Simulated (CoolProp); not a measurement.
The fluid at 281.3 K and 1.92 MPa flows at 4.6 m/s in a round tube of 20 mm bore and 45 µm roughness, fully developed (64/Re and Nu = 3.66 if laminar; Colebrook and Gnielinski if turbulent). The same conditions are run with several fluids, on thermodynamics alone (safety and materials aside).

Computed with CoolProp (reference Helmholtz-energy equation of state of each fluid (R134a: Tillner-Roth 1994; C3F8 (R218): Lemmon 2006; R407C: Lemmon 2003; n-heptane: Span 2003; R410A: Lemmon 2003)). Blends and air are pseudo-pure fits.

Rank R134a, C3F8 (R218), R407C, n-heptane, R410A by Reynolds number, highest first.

R410A (695000), R407C (585000), C3F8 (R218) (579000), R134a (477000), n-heptane (133000)

| fluid | Darcy friction factor | pressure drop (Pa/m) | heat-transfer coefficient (W/(m² K)) | mass flow (kg/h) |
|---|---|---|---|---|
| R134a | 0.0245 | 16500 | 12200 | 6630 |
| C3F8 (R218) | 0.0245 | 18500 | 9440 | 7440 |
| R407C | 0.0245 | 15700 | 14000 | 6310 |
| n-heptane | 0.0254 | 9340 | 6870 | 3620 |
| R410A | 0.0244 | 14800 | 16100 | 5940 |

Transport values come from each fluid's own correlations; those of R134a, C3F8 (R218) are estimates that may be off by 10 % or more.
